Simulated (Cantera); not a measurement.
Feed: 1 mol AlBr3, 19 mol O2, 100 mol H2, at 950 K and 82.5 Torr.

These are equilibrium values from Cantera (NASA tables, ideal gas, pure condensed phases), not measurements of a reactor. Candidate condensed phases: Al, AlBr3, Al2O3, Br2, H2O; 25 gas species. Kinetics and transport are ignored.

Base state: H2 0.611, H2O 0.360, HBr 0.0296 (mole fractions); condensed: Al2O3(s).

Task: What changes in the equilibrium state with this change: AlBr3 replaced by AlI3?

Result: 
| species | before | after |
|---|---|---|
| H2 | 0.611 | 0.611 |
| H2O | 0.360 | 0.359 |
| HI | 0 | 0.0288 |
| HBr | 0.0296 | 0 |
| I | 0 | 0.000674 |
| I2 | 0 | 4.30e-5 |
| Al2O3(s), mol | 0.500 | 0.500 |
Further candidate phases: AlI3, I2.

Task: What changes in the equilibrium state with this change: O2 from 19 to 3.2 mol?

Result: 
```csv
species,before,after
H2,0.611,0.922
H2O,0.360,0.0483
HBr,0.0296,0.0296
"Al2O3(s), mol",0.500,0.500
```
